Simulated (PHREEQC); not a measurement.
# Buffer (model solution)

Solution (20 °C): 0.068 mol NH4Cl, 0.00086 mol NH3 and 6.5e-05 mol KCl per kg of water. Closed to the air; pH follows from the charge balance.

Equilibrium calculation in PHREEQC: ion-association model, phreeqc.dat.

```
Item                           Value
--------------------  --------------
pH                              7.62
ionic strength        0.0681 mol/kgw
specific conductance      7800 µS/cm
density                  0.999 g/cm³
total alkalinity        0.860 meq/kg
```

```tsv
species	molality	activity	log γ
Cl-	0.0681	0.0541	-0.100
NH4+	0.0680	0.0529	-0.109
NH3	0.000860	0.000873	0.007
K+	6.50e-5	5.16e-5	-0.101
OH-	3.58e-7	2.83e-7	-0.102
H+	2.86e-8	2.41e-8	-0.075
```

No solid was allowed to form.
